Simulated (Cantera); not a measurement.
## Ammonia decomposition in nitride growth gas

A perfectly stirred reactor is fed with 45.5 % NH₃, 54.5 % N₂, at 10.00 Torr; it is held at 1825 K, and followed from long to short residence time.

Cantera simulation using the gas-phase N/H chemistry of the illustrative SiF4/NH3 mechanism in the Surface Chemkin manual (1991); the numbers are that mechanism's predictions, not measurements. Walls and surfaces, which speed up NH3 decomposition in real reactors, are not modelled.

```csv
τ (s),x NH₃,x N₂H₂,x H₂,x NH₂,x H,x NH
3.2,0.289,2.01e-6,0.170,0.000365,7.99e-5,6.49e-6
1.6,0.350,2.68e-6,0.108,0.000431,4.96e-5,6.67e-6
0.83,0.392,3.20e-6,0.0639,0.000486,2.99e-5,6.40e-6
0.42,0.421,3.50e-6,0.0344,0.000532,1.67e-5,5.70e-6
0.21,0.438,3.50e-6,0.0169,0.000558,8.63e-6,4.73e-6
0.11,0.446,3.14e-6,0.00802,0.000551,4.25e-6,3.78e-6
0.054,0.451,2.31e-6,0.00300,0.000488,1.66e-6,2.74e-6
0.028,0.453,1.24e-6,0.000942,0.000367,5.67e-7,1.71e-6
0.014,0.454,3.94e-7,0.000226,0.000213,1.86e-7,7.65e-7
0.0071,0.454,9.82e-8,7.08e-5,0.000111,1.05e-7,2.68e-7
0.0036,0.454,2.31e-8,3.02e-5,5.67e-5,8.73e-8,7.85e-8
```
x: mole fraction; the columns are a selection and need not sum to one.
